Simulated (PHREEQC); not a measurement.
Consider water at 25 °C with 2.7 mol KCl and 0.044 mol K2SO4 per kg of water. Closed to the air; pH follows from the charge balance.

Model: Pitzer model, pitzer.dat, run in PHREEQC.

```tsv
quantity	before	after
HSO4- (mol/kgw)	3.31e-8	1.58e-8
SI of Arcanite (K2SO4)	-0.60	-2.02
```

**Question.** Name the change that produced these shifts.
(A) KCl left out
(B) diluted 5-fold with water
(C) temperature from 25 to 10 °C

**Answer.** B, diluted 5-fold with water

Precipitation was switched off in this run.
